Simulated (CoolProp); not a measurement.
Ammonia along the isobar 6440 kPa: density (kg/m³) from the reference equation and from simpler models built on Tc = 405.6 K, pc = 11360 kPa, ω = 0.256; each cubic takes its own stable root.

Values from CoolProp's reference Helmholtz-energy equation of state, Gao 2020.

```tsv
T (K)	phase	reference	van der Waals	Redlich-Kwong	Soave-Redlich-Kwong	Peng-Robinson
352.9	liquid	512.0	268.3	373.3	393.4	445.8
358.8	liquid	498.2	53.47	359.9	380.0	430.5
364.8	liquid	482.9	51.10	344.5	364.9	413.2
370.7	liquid	465.7	49.08	53.38	347.9	393.8
376.7	gas	56.53	47.28	50.66	51.95	53.67
382.6	gas	52.46	45.70	48.42	49.25	50.79
388.5	gas	49.40	44.27	46.49	47.00	48.40
394.5	gas	46.91	42.94	44.77	45.05	46.33
400.4	gas	44.88	41.74	43.26	43.38	44.56
406.3	gas	43.13	40.64	41.90	41.89	42.99
412.3	gas	41.57	39.59	40.65	40.53	41.56
418.2	gas	40.21	38.63	39.52	39.32	40.29
424.2	gas	38.97	37.72	38.46	38.20	39.11
430.1	gas	37.87	36.87	37.49	37.18	38.04
```

At some of these states van der Waals, Redlich-Kwong gives the other phase, because its saturation line lies elsewhere.
